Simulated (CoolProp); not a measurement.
A single-stage vapour-compression cycle with the fluid: evaporating at 260.15 K (dew point), condensing at 312.15 K (bubble point), superheat 0 K, subcooling 5 K, compressor efficiency 0.8, no pressure losses. The same conditions are run with several fluids, on thermodynamics alone (safety and materials aside).

The numbers come from the reference Helmholtz-energy equation of state of each fluid (chlorine: Thol 2021; R124: de Vries 1995; R507A: Lemmon 2003; c-C4F8 (RC318): Platzer 1990; n-pentane: Thol 2019; propane: Lemmon 2009) in CoolProp. The equations of Platzer and Polt are older, rougher fits. Blends and air are pseudo-pure fits.

```tsv
fluid	cooling COP	pressure ratio	discharge temperature (K)	refrigerating effect (kJ/kg)	volumetric capacity (kJ/m³)
chlorine	3.33	4.74	408.0	228	1850
R124	3.23	5.95	318.9	114	730
R507A	2.88	4.51	323.8	105	2210
c-C4F8 (RC318)	2.89	6.37	312.2	68.5	493
n-pentane	3.39	8.56	315.5	288	127
propane	3.16	4.28	326.9	270	1870
```

The compression ends wet for: c-C4F8 (RC318).
